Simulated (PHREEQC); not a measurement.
Solution (30 °C): 0.26 mol HF, 0.00081 mol H2SiF6 and 0.021 mol H3PO4 per kg of water. Closed to the air; pH follows from the charge balance.

All values are PHREEQC results (ion-association model, phreeqc.dat), not measurements.

Task: The ionic strength comes out as 0.0240 mol/kgw. What activity coefficients do H2PO4-, HF2-, F-, H+, SiF6-2 get?

Result: H2PO4- 0.86, HF2- 0.86, F- 0.86, H+ 0.88, SiF6-2 0.56.

This is a speciation only: nothing precipitates in the calculation. SiF6-2 is the database's only silicon fluoride.
